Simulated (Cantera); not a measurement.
n-butane + H2O + N2 + H2 (carbon deposition, reforming and gasification)

Input: 1 mol n-butane, 2 mol H2O, 6.7 mol N2, a varied amount of H2, held at 1.30 bar.

These are equilibrium values from Cantera (NASA tables, ideal gas, pure condensed phases), not measurements of a reactor. Candidate condensed phases: C, C6H6, C7H8, C8H18, H2O; 136 gas species. The numbers say what is thermodynamically allowed, not how fast it happens.

Stable condensed phases:

```
T in °C \ n(H2) in mol
         7.7  13  18  23  28  32  37  42  47  52  57
    977    A   A   A   A   A   A   A   A   A   A   A
    902    A   A   A   A   A   A   A   A   A   A   A
    827    A   A   A   A   A   A   A   A   A   A   B
    752    A   A   A   A   A   A   B   B   B   B   B
    677    A   A   A   B   B   B   B   B   B   B   B
    602    A   A   B   B   B   B   B   B   B   B   B
    527    A   B   B   B   B   B   B   B   B   B   B
    452    B   B   B   B   B   B   B   B   B   B   B
    377    B   B   B   B   B   B   B   B   B   B   B
```

A: C; B: gas only.
